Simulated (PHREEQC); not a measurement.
Solution (25 °C): 0.0055 mol/kgw MgSO4, 0.0019 mol/kgw CaCl2 and 0.014 mol/kgw LiCl. Closed to the air; pH follows from the charge balance.

The numbers come from PHREEQC with the ion-association model, phreeqc.dat.

| quantity | before | after |
|---|---|---|
| pH | 6.90 | 6.89 |
| ionic strength (mol/kgw) | 0.0359 | 0.0568 |
| Mg+2 (mol/kgw) | 0.00441 | 0.00470 |
| SO4-2 (mol/kgw) | 0.00400 | 0.00354 |
| Ca+2 (mol/kgw) | 0.00161 | 0.00844 |
| MgSO4 (mol/kgw) | 0.00109 | 0.000802 |
| SI of Gypsum (CaSO4:2H2O) | -1.20 | -0.64 |

Problem. What was changed between the two runs?
(A) 0.01 mol/kgw Na2SO4 added
(B) MgSO4 from 0.0055 to 0.00825 mol/kgw
(C) CaCl2 from 0.0019 to 0.0095 mol/kgw
(D) LiCl replaced by HCl at the same molality
(E) MgSO4 from 0.0055 to 0.011 mol/kgw

Solution. C, CaCl2 from 0.0019 to 0.0095 mol/kgw

No solid was allowed to form.
